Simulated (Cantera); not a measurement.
A diamond (100) surface in a fixed gas of H2 with x(CH4) = 0.0074, x(H) = 0.04, x(CH3) = 3.1e-05, 128 Torr; coverages are run to steady state.

Detailed kinetics in Cantera: the Harris–Goodwin 1993 mechanism for the reconstructed diamond (100) surface.

One state of this run: growth (µm/h) = 5.49; θ c6HH = 0.405; θ c6H* = 0.0453; θ c6*H = 0.510; θ c6** = 0.0391; θ c6HM = 0.000140. θ: site fractions in the mechanism's names (c6HH fully hydrogenated, c6H* and c6*H radical sites, c6** diradical, c6HM methylated).

Which value of T (K) does it belong to?
(A) 1300
(B) 1200
(C) 1050
(D) 1250

D, 1250
